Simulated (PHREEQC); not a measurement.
A solution holds 0.00046 mol NaOH, 0.0088 mol H3BO3 and 0.002 mol K2CO3 per kg of water, at 25 °C. Closed to the air; pH follows from the charge balance.

The numbers come from PHREEQC with the ion-association model, phreeqc.dat.

No solid was allowed to form.

What pH, ionic strength does the model give?

pH 8.78; ionic strength 0.00453 mol/kgw.

In which forms is C present?

HCO3- 96 %, CO3-2 3.4 % of the C.

Complexes and solids missing from the database can't appear.
